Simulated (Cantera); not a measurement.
Feed: 1 mol SiF4, a varied amount of O2, 41 mol H2, equilibrated at 1323 K and 6.30 Torr.

Cantera equilibrium calculation (NASA polynomials, part measured and part estimated; ideal gas, pure solids and liquids). Candidate condensed phases: H2O, Si, SiO2; 38 gas species. The tables hold silica as quartz up to 1696 K and as liquid above; real silica turns to tridymite and cristobalite and melts near 1996 K. Equilibrium is a limit: real reactors are often held back by kinetics, nucleation or transport.

What share of the Si ends up in condensed phases as a function of n(O2) (mol), at 0.27, 0.33, 0.41, 0.51, 0.63, 0.78, 0.97, 1.2, 1.5, 1.8, 2.3, 2.8?


```json
[
 {"n(O2) (mol)": "0.27", "Si condensed (%)": "26.6", "as": "SiO2(β-quartz)"},
 {"n(O2) (mol)": "0.33", "Si condensed (%)": "32.4", "as": "SiO2(β-quartz)"},
 {"n(O2) (mol)": "0.41", "Si condensed (%)": "40.0", "as": "SiO2(β-quartz)"},
 {"n(O2) (mol)": "0.51", "Si condensed (%)": "49.3", "as": "SiO2(β-quartz)"},
 {"n(O2) (mol)": "0.63", "Si condensed (%)": "60.2", "as": "SiO2(β-quartz)"},
 {"n(O2) (mol)": "0.78", "Si condensed (%)": "73.0", "as": "SiO2(β-quartz)"},
 {"n(O2) (mol)": "0.97", "Si condensed (%)": "86.9", "as": "SiO2(β-quartz)"},
 {"n(O2) (mol)": "1.2", "Si condensed (%)": "96.4", "as": "SiO2(β-quartz)"},
 {"n(O2) (mol)": "1.5", "Si condensed (%)": "99.1", "as": "SiO2(β-quartz)"},
 {"n(O2) (mol)": "1.8", "Si condensed (%)": "99.6", "as": "SiO2(β-quartz)"},
 {"n(O2) (mol)": "2.3", "Si condensed (%)": "99.9", "as": "SiO2(β-quartz)"},
 {"n(O2) (mol)": "2.8", "Si condensed (%)": "99.9", "as": "SiO2(β-quartz)"}
]
```
